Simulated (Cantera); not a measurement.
An adiabatic, constant-pressure homogeneous reactor starts with H₂ : O₂ : N₂ = 1 : 0.238 : 0.895 (molar parts), equivalence ratio 2.1, at 1425 K and 1.00 bar. Integrator tolerance rtol = 1e-08.

Cantera simulation using the H2/O2 subset of GRI-Mech 3.0, which has no nitrogen chemistry; the numbers are that mechanism's predictions, not measurements.

Task: What does this change do: initial temperature 1425 to 1025 K?

Result: 
```tsv
quantity	before	after
time of steepest temperature rise	18.8 µs	0.242 ms
temperature at 0.200 s	2739 K	2535 K
equilibrium temperature	2739 K	2535 K
x(H₂) at 0.200 s	0.259 (gas-phase equilibrium 0.259)	0.268 (gas-phase equilibrium 0.268)
x(O₂) at 0.200 s	0.000248 (gas-phase equilibrium 0.000248)	4.20e-5 (gas-phase equilibrium 4.20e-5)
x(H₂O₂) at 0.200 s	4.20e-8 (gas-phase equilibrium 4.20e-8)	1.21e-8 (gas-phase equilibrium 1.21e-8)
x(H₂O) at 0.200 s	0.236 (gas-phase equilibrium 0.236)	0.246 (gas-phase equilibrium 0.246)
x(O) at 0.200 s	0.000674 (gas-phase equilibrium 0.000674)	0.000112 (gas-phase equilibrium 0.000112)
x(H) at 0.200 s	0.0337 (gas-phase equilibrium 0.0337)	0.0153 (gas-phase equilibrium 0.0153)
```

Task: What does this change do: N2 0.895 to 0.6 parts?

Result: 
```csv
quantity,before,after
time of steepest temperature rise,18.8 µs,16.1 µs
temperature at 0.200 s,2739 K,2838 K
equilibrium temperature,2739 K,2838 K
x(H₂) at 0.200 s,0.259 (gas-phase equilibrium 0.259),0.300 (gas-phase equilibrium 0.300)
x(O₂) at 0.200 s,0.000248 (gas-phase equilibrium 0.000248),0.000525 (gas-phase equilibrium 0.000525)
x(H₂O₂) at 0.200 s,4.20e-8 (gas-phase equilibrium 4.20e-8),8.32e-8 (gas-phase equilibrium 8.32e-8)
x(H₂O) at 0.200 s,0.236 (gas-phase equilibrium 0.236),0.271 (gas-phase equilibrium 0.271)
x(O) at 0.200 s,0.000674 (gas-phase equilibrium 0.000674),0.00145 (gas-phase equilibrium 0.00145)
x(H) at 0.200 s,0.0337 (gas-phase equilibrium 0.0337),0.0515 (gas-phase equilibrium 0.0515)
```
